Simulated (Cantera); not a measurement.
Cantera with NASA thermochemical tables; ideal gases at 1 bar, condensed phases pure. Values are per mole of reaction as written; species without (g) are pure solids or liquids, kept so even where they would boil at 1 bar.

a) 2 C + O2(g) = 2 CO(g)
b) 1.143 Ti + O2(g) = 0.2857 Ti4O7
c) Zr + O2(g) = ZrO2(g)
d) 2 Ti + O2(g) = 2 TiO(g)
e) 1.2 Ti + O2(g) = 0.4 Ti3O5

**Question.** Order these by ΔG° at 1375 K, most negative first.

**Answer.** e (-741 kJ), b (-730 kJ), a (-466 kJ), c (-319 kJ), d (-148 kJ)
